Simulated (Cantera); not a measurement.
Input: 1 mol CH3SiCl3, 1.9 mol HCl, 50 mol H2, 0.19 mol C2H4, at 75.0 Torr.

Cantera equilibrium calculation (NASA polynomials, part measured and part estimated; ideal gas, pure solids and liquids). Candidate condensed phases: C, C6H6, C7H8, C8H18, Si, SiC; 109 gas species. The feed counts by its element totals alone. The tables' values for SiCl3 are old estimates; treat these amounts as uncertain. Equilibrium is a limit: real reactors are often held back by kinetics, nucleation or transport. All values below are at 1100 K.

Base state: H2 0.912, HCl 0.0839, CH4 0.00298, SiCl4 0.00111, SiHCl3 0.000178, SiCl3 3.30e-5, SiCl2 1.36e-5 (mole fractions); condensed: C(graphite) + SiC(s).

**Question.** What changes in the equilibrium state with this change: H2 from 50 to 480 mol?

**Answer.** 
```json
[
 {"species": "H2", "before": "0.912", "after": "0.989"},
 {"species": "HCl", "before": "0.0839", "after": "0.0101"},
 {"species": "CH4", "before": "0.00298", "after": "0.000787"},
 {"species": "SiHCl3", "before": "0.000178", "after": "1.28e-6"},
 {"species": "SiCl4", "before": "0.00111", "after": "8.84e-7"},
 {"species": "SiCl3", "before": "3.30e-5", "after": "2.27e-7"},
 {"species": "SiCl2", "before": "1.36e-5", "after": "8.11e-7"},
 {"species": "C(graphite), mol", "before": "0.290", "after": "0"},
 {"species": "SiC(s), mol", "before": "0.926", "after": "0.998"}
]
```
